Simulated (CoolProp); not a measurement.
Model: reference Helmholtz-energy equation of state, Thol 2015, in CoolProp.

Problem. Give the vapour pressure (kPa), enthalpy of vaporisation (kJ/kg), surface tension (mN/m) of saturated octamethylcyclotetrasiloxane (D4) at 164.65, 175.15 °C.

Solution. 
| T (°C) | p (kPa) | enthalpy of vaporisation (kJ/kg) | surface tension (mN/m) |
|---|---|---|---|
| 164.65 | 75.8 | 135 | 8.10 |
| 175.15 | 99.8 | 131 | 7.42 |

Surface tension comes from a separate correlation (Mulero 2014), older than this fluid's equation and unchecked against measurements.
